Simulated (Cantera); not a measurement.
# Thermodynamics of silicon carbide growth, feed Si(CH3)4 + H2 + C2H4

Feed: 1 mol Si(CH3)4, 8.8 mol H2, 0.54 mol C2H4, at 99.0 mbar.

These are equilibrium values from Cantera (NASA tables, ideal gas, pure condensed phases), not measurements of a reactor. Candidate condensed phases: C, C6H6, C7H8, C8H18, Si, SiC; 87 gas species. Gases not in the tables: Si2H6 and higher silanes. Kinetics and transport are ignored.

From 1750 °C to 2075 °C the condensed part is C(graphite) + SiC(s). The main Si-bearing gas is Si throughout.

```json
[
 {"T (°C)": "1750", "x H2": "0.993", "x H": "0.00601", "x C2H2 (acetylene)": "0.000887", "x Si": "3.43e-5", "n C(graphite)": "4.05", "n SiC(s)": "0.999"},
 {"T (°C)": "1775", "x H2": "0.992", "x H": "0.00709", "x C2H2 (acetylene)": "0.00104", "x Si": "4.98e-5", "n C(graphite)": "4.05", "n SiC(s)": "0.999"},
 {"T (°C)": "1800", "x H2": "0.990", "x H": "0.00832", "x C2H2 (acetylene)": "0.00121", "x Si": "7.16e-5", "n C(graphite)": "4.04", "n SiC(s)": "0.998"},
 {"T (°C)": "1825", "x H2": "0.989", "x H": "0.00972", "x C2H2 (acetylene)": "0.00141", "x Si": "0.000102", "n C(graphite)": "4.04", "n SiC(s)": "0.998"},
 {"T (°C)": "1850", "x H2": "0.987", "x H": "0.0113", "x C2H2 (acetylene)": "0.00163", "x Si": "0.000144", "n C(graphite)": "4.03", "n SiC(s)": "0.997"},
 {"T (°C)": "1875", "x H2": "0.985", "x H": "0.0131", "x C2H2 (acetylene)": "0.00189", "x Si": "0.000203", "n C(graphite)": "4.02", "n SiC(s)": "0.995"},
 {"T (°C)": "1900", "x H2": "0.982", "x H": "0.0152", "x C2H2 (acetylene)": "0.00217", "x Si": "0.000282", "n C(graphite)": "4.02", "n SiC(s)": "0.994"},
 {"T (°C)": "1925", "x H2": "0.979", "x H": "0.0175", "x C2H2 (acetylene)": "0.00248", "x Si": "0.000390", "n C(graphite)": "4.01", "n SiC(s)": "0.991"},
 {"T (°C)": "1950", "x H2": "0.976", "x H": "0.0201", "x C2H2 (acetylene)": "0.00283", "x Si": "0.000534", "n C(graphite)": "4.00", "n SiC(s)": "0.988"},
 {"T (°C)": "1975", "x H2": "0.973", "x H": "0.0230", "x C2H2 (acetylene)": "0.00322", "x Si": "0.000727", "n C(graphite)": "3.99", "n SiC(s)": "0.983"},
 {"T (°C)": "2000", "x H2": "0.969", "x H": "0.0263", "x C2H2 (acetylene)": "0.00365", "x Si": "0.000983", "n C(graphite)": "3.98", "n SiC(s)": "0.977"},
 {"T (°C)": "2025", "x H2": "0.964", "x H": "0.0299", "x C2H2 (acetylene)": "0.00412", "x Si": "0.00132", "n C(graphite)": "3.97", "n SiC(s)": "0.969"},
 {"T (°C)": "2050", "x H2": "0.959", "x H": "0.0339", "x C2H2 (acetylene)": "0.00464", "x Si": "0.00176", "n C(graphite)": "3.96", "n SiC(s)": "0.958"},
 {"T (°C)": "2075", "x H2": "0.953", "x H": "0.0383", "x C2H2 (acetylene)": "0.00521", "x Si": "0.00234", "n C(graphite)": "3.95", "n SiC(s)": "0.943"}
]
```
x: gas mole fraction; n: condensed amount in mol.
